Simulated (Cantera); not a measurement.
A closed system holds: 1 mol Si, 1.5 mol HBr, held at 777 °C and 38.3 Torr.

These are equilibrium values from Cantera (NASA tables, ideal gas, pure condensed phases), not measurements of a reactor. Candidate condensed phases: Br2, Si; 19 gas species. The tables' values for SiBr3 are old estimates; treat these amounts as uncertain. The numbers say what is thermodynamically allowed, not how fast it happens.

Base state: H2 0.610, SiBr4 0.290, HBr 0.0704, SiHBr3 0.0153, SiBr2 0.00990, SiBr3 0.00410, SiH2Br2 0.000381 (mole fractions); condensed: Si(s).

Task: What changes in the equilibrium state with this change: temperature from 777 °C to 275 °C?

Result: 
```tsv
species	before	after
H2	0.610	0.663
SiBr4	0.290	0.327
SiHBr3	0.0153	0.00950
HBr	0.0704	8.04e-5
SiBr2	0.00990	1.23e-9
SiBr3	0.00410	5.32e-8
SiH2Br2	0.000381	0.000126
Si(s), mol	0.634	0.622
```
